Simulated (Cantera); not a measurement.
A perfectly stirred reactor is fed with H2 : O2 : N2 = 1 : 0.357 : 1.34 (molar parts), at 623 Torr; it is adiabatic with a 300 K inlet, and is followed from long to short residence time, starting on the burning branch (τ in s: 0.4, 0.2, 0.099, 0.049, 0.024, 0.012, 0.006, 0.003, 0.0015, 0.00074, 0.00037, 0.00018, 9.1e-05).

Model: GRI-Mech 3.0 (53 species, 325 reactions), integrated in Cantera.

x: mole fraction; the columns are a selection and need not sum to one.

| τ (s) | T (K) | x H2 | x O2 | x H2O | x O | x HO2 |
|---|---|---|---|---|---|---|
| 0.40 | 2280 | 0.121 | 4.23e-5 | 0.302 | 3.43e-5 | ? |
| 0.20 | 2277 | 0.121 | 5.58e-5 | 0.302 | 4.23e-5 | ? |
| 0.099 | 2270 | 0.121 | 8.10e-5 | 0.302 | 5.82e-5 | ? |
| 0.049 | 2259 | 0.120 | 0.000127 | 0.301 | 8.94e-5 | ? |
| 0.024 | 2242 | 0.120 | 0.000210 | 0.299 | 0.000150 | ? |
| 0.012 | 2217 | 0.119 | 0.000354 | 0.298 | 0.000259 | ? |
| 0.0060 | 2183 | 0.118 | 0.000601 | 0.295 | 0.000452 | ? |
| 0.0030 | 2136 | 0.116 | 0.00101 | 0.291 | 0.000774 | ? |
| 0.0015 | 2073 | 0.115 | 0.00167 | 0.287 | 0.00128 | ? |
| 0.00074 | 1992 | 0.113 | 0.00268 | 0.281 | 0.00204 | ? |
| 0.00037 | 1893 | 0.111 | 0.00409 | 0.274 | 0.00300 | ? |
| 0.00018 | 1773 | 0.109 | 0.00617 | 0.266 | 0.00413 | ? |
| 9.1e-5 | 1646 | 0.108 | 0.00908 | 0.257 | 0.00514 | ? |

Task: Some entries are withheld; supply them.

Result: 
- 0.40, x HO2: 2.30e-8
- 0.20, x HO2: 3.02e-8
- 0.099, x HO2: 4.48e-8
- 0.049, x HO2: 7.35e-8
- 0.024, x HO2: 1.29e-7
- 0.012, x HO2: 2.23e-7
- 0.0060, x HO2: 3.77e-7
- 0.0030, x HO2: 6.21e-7
- 0.0015, x HO2: 9.99e-7
- 0.00074, x HO2: 1.60e-6
- 0.00037, x HO2: 2.52e-6
- 0.00018, x HO2: 4.08e-6
- 9.1e-5, x HO2: 6.67e-6
